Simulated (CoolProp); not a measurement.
A Linde-Hampson liquefier for methane: isothermal reversible compression at 250 K from 1 atm to 30 MPa, throttling to 1 atm, return gas leaving the recuperator 10 K below the feed. Each further row changes one setting.

Model: reference Helmholtz-energy equation of state, Setzmann 1991, in CoolProp.

| case | liquid yield per pass | compression work (kJ/kg of gas) |
|---|---|---|
| as stated | … | 653 |
| high pressure 60 MPa | … | … |
| warm-end temperature 280 K | … | … |
| warm-end gap 15 K | … | 653 |

Question: Fill in the missing entries.

Answer: 
- as stated, liquid yield per pass: 0.335
- high pressure 60 MPa, liquid yield per pass: 0.319
- high pressure 60 MPa, compression work (kJ/kg of gas): 751
- warm-end temperature 280 K, liquid yield per pass: 0.259
- warm-end temperature 280 K, compression work (kJ/kg of gas): 763
- warm-end gap 15 K, liquid yield per pass: 0.326
